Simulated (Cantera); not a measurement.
Cantera run:

```python
import numpy as np
import cantera as ct

gas_names = """
    Cs CsO CsOH Cs2 Cs2O Cs2O2H2 H HO2 H2 H2O H2O2 O OH O2 O3
""".split()
cond_names = """
    Cs(cr) Cs(L) CsOH(a) CsOH(b) CsOH(c) CsOH(L) H2O(s) H2O(L)
""".split()


def load(file, names, dense=False):
    # The tables refer to 1 bar. Condensed volumes are neglected.
    table = {s.name: s for s in ct.Species.list_from_file(file)}
    out = []
    for n in names:
        d = dict(table[n].input_data)
        d["thermo"] = dict(d["thermo"], **{"reference-pressure": 1e5})
        if dense:
            d["equation-of-state"] = {"model": "constant-volume", "density": "1e6 g/cm^3"}
        out.append(ct.Species.from_dict(d))
    return out


gas = ct.Solution(thermo="ideal-gas", species=load("nasa_gas.yaml", gas_names))
cond = {s.name: ct.Solution(thermo="fixed-stoichiometry", species=[s], name=s.name)
        for s in load("nasa_condensed.yaml", cond_names, dense=True)}
atoms = {
    'CsOH': {'Cs': 1, 'O': 1, 'H': 1},
    'H2': {'H': 2},
    'O2': {'O': 2},
}
top_T = {}  # K; cautious upper limits of use, not melting points


def equilibrate(T, P, feed):
    n = {}
    for name, mol in feed.items():
        for a, k in atoms[name].items():
            n[a] = n.get(a, 0.0) + k * mol
    gas.TPX = T, P, n
    mass = sum(n.values()) * gas.mean_molecular_weight
    gas.equilibrate("TP")
    valid = [c for c in cond.values() if c.min_temp <= T <= top_T.get(c.name, c.max_temp)]
    mix = ct.Mixture([(gas, mass / gas.mean_molecular_weight)] + [(c, 0.0) for c in valid])
    mix.T, mix.P = T, P
    mix.equilibrate("TP", solver="vcs", rtol=1e-11, max_steps=5000)
    return mix


results = []
T = 1925  # K
P = 100000  # Pa
for m in [0.82, 1, 1.3, 1.7, 2.2, 2.8, 3.6, 4.6]:
    feed = {'CsOH': 1, 'H2': m, 'O2': 1.5}  # mol
    mix = equilibrate(T, P, feed)
    results.append((T, P, feed, dict(zip(mix.species_names, mix.species_moles))))
    x = sorted(zip(gas.X, gas.species_names), reverse=True)
    print(f"T = {T:g} K  P = {P:g} Pa  n(H2) = {m:g} mol  gas = {mix.phase_moles(0):.4g} mol")
    print("   x: " + "  ".join(f"{s} {v:.3e}" for v, s in x if v > 1e-05))
    print("   condensed (mol): " + ("  ".join(f"{mix.phase(i).name} {mix.phase_moles(i):.4g}"
          for i in range(1, mix.n_phases) if mix.phase_moles(i) > 1e-12) or "none"))
```

Result:

```
T = 1925 K  P = 100000 Pa  n(H2) = 0.82 mol  gas = 2.916 mol
   x: O2 3.734e-01  CsOH 3.408e-01  H2O 2.807e-01  OH 2.704e-03  Cs 1.833e-03  O 2.248e-04  CsO 1.877e-04  H2 7.357e-05  Cs2O2H2 3.117e-05
   condensed (mol): none
T = 1925 K  P = 100000 Pa  n(H2) = 1 mol  gas = 3.006 mol
   x: O2 3.322e-01  H2O 3.320e-01  CsOH 3.307e-01  OH 2.856e-03  Cs 1.684e-03  O 2.121e-04  CsO 1.627e-04  H2 9.224e-05  Cs2O2H2 2.935e-05
   condensed (mol): none
T = 1925 K  P = 100000 Pa  n(H2) = 1.3 mol  gas = 3.157 mol
   x: H2O 4.110e-01  CsOH 3.151e-01  O2 2.688e-01  OH 3.014e-03  Cs 1.521e-03  O 1.908e-04  CsO 1.322e-04  H2 1.269e-04  Cs2O2H2 2.664e-05  H 1.077e-05
   condensed (mol): none
T = 1925 K  P = 100000 Pa  n(H2) = 1.7 mol  gas = 3.357 mol
   x: H2O 5.055e-01  CsOH 2.964e-01  O2 1.932e-01  OH 3.078e-03  Cs 1.401e-03  H2 1.841e-04  O 1.617e-04  CsO 1.032e-04  Cs2O2H2 2.357e-05  H 1.297e-05
   condensed (mol): none
T = 1925 K  P = 100000 Pa  n(H2) = 2.2 mol  gas = 3.607 mol
   x: H2O 6.089e-01  CsOH 2.757e-01  O2 1.106e-01  OH 2.938e-03  Cs 1.365e-03  H2 2.932e-04  O 1.223e-04  CsO 7.609e-05  Cs2O2H2 2.040e-05  H 1.637e-05
   condensed (mol): none
T = 1925 K  P = 100000 Pa  n(H2) = 2.8 mol  gas = 3.909 mol
   x: H2O 7.154e-01  CsOH 2.541e-01  O2 2.577e-02  OH 2.213e-03  Cs 1.671e-03  H2 7.136e-04  O 5.907e-05  CsO 4.495e-05  H 2.554e-05  Cs2O2H2 1.733e-05
   condensed (mol): none
T = 1925 K  P = 100000 Pa  n(H2) = 3.6 mol  gas = 4.643 mol
   x: H2O 6.641e-01  CsOH 1.972e-01  H2 1.201e-01  Cs 1.812e-02  H 3.313e-04  OH 1.583e-04  Cs2O2H2 1.044e-05
   condensed (mol): none
T = 1925 K  P = 100000 Pa  n(H2) = 4.6 mol  gas = 5.672 mol
   x: H2O 5.538e-01  H2 2.694e-01  CsOH 1.513e-01  Cs 2.497e-02  H 4.962e-04  OH 8.816e-05
   condensed (mol): none
```

Equilibrium computed with Cantera from the NASA thermochemical tables; the gas is ideal and each condensed phase is pure.
